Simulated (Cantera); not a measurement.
Input (Python, Cantera):

```python
import numpy as np
import cantera as ct

gas = ct.Solution("SiF4_NH3_mec.yaml", "gas")
gas.TPX = 1850, 190000, {'NH3': 0.14, 'H2': 0.37}
reactor = ct.IdealGasConstPressureReactor(gas, energy="off", clone=False)
net = ct.ReactorNet([reactor])
net.rtol, net.atol = 1e-08, 1e-18
show = ['NH3', 'H2', 'H', 'N2', 'N']
times = np.geomspace(0.0002, 4, 10)

steps = ct.SolutionArray(gas, extra=["t"])
rows = []
print(f"{'t/s':>10s}{'T/K':>9s}{'P/Pa':>11s}" + "".join(f"{s:>11s}" for s in show))
for t in times:
    while net.time < t:
        t_next = net.step()
        steps.append(gas.state, t=t_next)
    rows.append([np.interp(t, steps.t, y) for y in (steps.T, steps.P, *steps(*show).X.T)])
    print(f"{t:10.3e}{rows[-1][0]:9.1f}{rows[-1][1]:11.4g}" + "".join(f"{x:11.3e}" for x in rows[-1][2:]))
rate = np.gradient(steps.T, steps.t)
print("integrator steps:", len(steps.t))
if steps.T.max() > steps.T[0] + 200:
    print(f"time of steepest temperature rise: {steps.t[rate.argmax()]:.4e} s")
gas.TPX = 1850, 190000, {'NH3': 0.14, 'H2': 0.37}
gas.equilibrate("TP")
print(f"equilibrium (TP): T = {gas.T:.1f} K  " + "  ".join(f"{s} {gas[s].X[0]:.3e}" for s in show))
```

Result:

```
       t/s      T/K       P/Pa        NH3         H2          H         N2          N
 2.000e-04   1850.0    1.9e+05  2.743e-01  7.254e-01  1.510e-04  2.030e-05  4.887e-08
 6.011e-04   1850.0    1.9e+05  2.737e-01  7.257e-01  1.986e-04  2.287e-04  1.095e-07
 1.806e-03   1850.0    1.9e+05  2.718e-01  7.268e-01  1.999e-04  9.492e-04  1.104e-07
 5.429e-03   1850.0    1.9e+05  2.664e-01  7.301e-01  2.018e-04  3.070e-03  1.099e-07
 1.632e-02   1850.0    1.9e+05  2.512e-01  7.394e-01  2.072e-04  9.056e-03  1.083e-07
 4.903e-02   1850.0    1.9e+05  2.128e-01  7.627e-01  2.218e-04  2.411e-02  1.035e-07
 1.474e-01   1850.0    1.9e+05  1.402e-01  8.068e-01  2.554e-04  5.260e-02  8.930e-08
 4.429e-01   1850.0    1.9e+05  6.101e-02  8.549e-01  3.082e-04  8.371e-02  5.833e-08
 1.331e+00   1850.0    1.9e+05  1.898e-02  8.804e-01  3.507e-04  1.002e-01  2.475e-08
 4.000e+00   1850.0    1.9e+05  5.610e-03  8.885e-01  3.670e-04  1.055e-01  8.185e-09
integrator steps: 1016
equilibrium (TP): T = 1850.0 K  NH3 1.376e-05  H2 8.919e-01  H 3.715e-04  N2 1.077e-01  N 2.062e-11
```

Cantera simulation using the gas-phase N/H chemistry of the illustrative SiF4/NH3 mechanism in the Surface Chemkin manual (1991); the numbers are that mechanism's predictions, not measurements. Walls and surfaces, which speed up NH3 decomposition in real reactors, are not modelled.
